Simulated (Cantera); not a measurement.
An isothermal, constant-pressure homogeneous reactor starts with C2H6 : H2 = 1 : 30 (molar parts), at 1175 K and 0.000800 bar. Integrator tolerance rtol = 1e-08.

Model: GRI-Mech 3.0 (53 species, 325 reactions), integrated in Cantera. GRI-Mech 3.0 stops at C3 and has no aromatics, soot or wall deposition, so with more carbon than oxygen in the feed, carbon stays in small species such as C2H2 where larger ones or solid carbon would form. Radical loss at walls, strong at low pressure, is not modelled.

**Question.** What does this change do: pressure from 0.000800 bar to 0.00970 bar?

**Answer.** 
```csv
quantity,before,after
x(C2H6) at 6.00 s,5.03e-5 (gas-phase equilibrium 5.65e-8),3.04e-5 (gas-phase equilibrium 1.77e-6)
x(H2) at 6.00 s,0.956 (gas-phase equilibrium 0.965),0.959 (gas-phase equilibrium 0.943)
x(CH4) at 6.00 s,0.0255 (gas-phase equilibrium 0.00910),0.0184 (gas-phase equilibrium 0.0504)
x(CH3) at 6.00 s,9.58e-6 (gas-phase equilibrium 7.64e-7),1.46e-6 (gas-phase equilibrium 1.23e-6)
x(C2H4) at 6.00 s,0.0163 (gas-phase equilibrium 0.000356),0.0172 (gas-phase equilibrium 0.000940)
x(C2H2) at 6.00 s,0.00252 (gas-phase equilibrium 0.0257),0.00494 (gas-phase equilibrium 0.00573)
x(CH2) at 6.00 s,8.93e-11 (gas-phase equilibrium 1.61e-12),3.02e-12 (gas-phase equilibrium <1e-12)
```

**Question.** What does this change do: temperature 1175 to 1100 K?

**Answer.** 
```tsv
quantity	before	after
x(C2H6) at 6.00 s	5.03e-5 (gas-phase equilibrium 5.65e-8)	0.00334 (gas-phase equilibrium 3.45e-7)
x(H2) at 6.00 s	0.956 (gas-phase equilibrium 0.965)	0.960 (gas-phase equilibrium 0.954)
x(CH4) at 6.00 s	0.0255 (gas-phase equilibrium 0.00910)	0.0175 (gas-phase equilibrium 0.0289)
x(CH3) at 6.00 s	9.58e-6 (gas-phase equilibrium 7.64e-7)	1.29e-5 (gas-phase equilibrium 4.98e-7)
x(C2H4) at 6.00 s	0.0163 (gas-phase equilibrium 0.000356)	0.0190 (gas-phase equilibrium 0.000806)
x(C2H2) at 6.00 s	0.00252 (gas-phase equilibrium 0.0257)	0.000466 (gas-phase equilibrium 0.0159)
x(CH2) at 6.00 s	8.93e-11 (gas-phase equilibrium 1.61e-12)	1.34e-10 (gas-phase equilibrium <1e-12)
```

**Question.** What does this change do: pressure from 0.000800 bar to 0.960 bar?

**Answer.** 
```
quantity                                              before                                     after
-----------------  -----------------------------------------  ----------------------------------------
x(C2H6) at 6.00 s    5.03e-5 (gas-phase equilibrium 5.65e-8)  0.000644 (gas-phase equilibrium 2.93e-6)
x(H2) at 6.00 s          0.956 (gas-phase equilibrium 0.965)       0.940 (gas-phase equilibrium 0.936)
x(CH4) at 6.00 s      0.0255 (gas-phase equilibrium 0.00910)     0.0553 (gas-phase equilibrium 0.0645)
x(CH3) at 6.00 s     9.58e-6 (gas-phase equilibrium 7.64e-7)   1.03e-6 (gas-phase equilibrium 1.59e-7)
x(C2H4) at 6.00 s    0.0163 (gas-phase equilibrium 0.000356)   0.00361 (gas-phase equilibrium 1.58e-5)
x(C2H2) at 6.00 s     0.00252 (gas-phase equilibrium 0.0257)  0.000239 (gas-phase equilibrium 9.82e-7)
x(CH2) at 6.00 s   8.93e-11 (gas-phase equilibrium 1.61e-12)     <1e-12 (gas-phase equilibrium <1e-12)
```
